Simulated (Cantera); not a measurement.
Input: 1 mol Si3N4, 240 mol H2, 70 mol N2, equilibrated at 2073 K and 0.100 bar.

Equilibrium computed with Cantera from the NASA thermochemical tables; the gas is ideal and each condensed phase is pure. Candidate condensed phases: Si, Si3N4; 18 gas species. The tables' values for SiN are old estimates; treat these amounts as uncertain. Gases not in the tables: Si2H6 and higher silanes. Rates play no part.

Base state: H2 0.762, N2 0.230, H 0.00726, Si 0.000997, SiH 0.000158, SiH2 0.000121, Si2N 4.09e-5, SiN 3.32e-5 (mole fractions); condensed: Si(l).

**Question.** What changes in the equilibrium state with this change: temperature from 2073 K to 1400 K?

**Answer.** 
```csv
species,before,after
H2,0.762,0.774
N2,0.230,0.226
H,0.00726,1.35e-5
SiH2,0.000121,1.17e-9
Si,0.000997,<1e-9
SiH,0.000158,<1e-9
"Si(l), mol",2.55,0
"Si3N4(s), mol",0,1.00
```
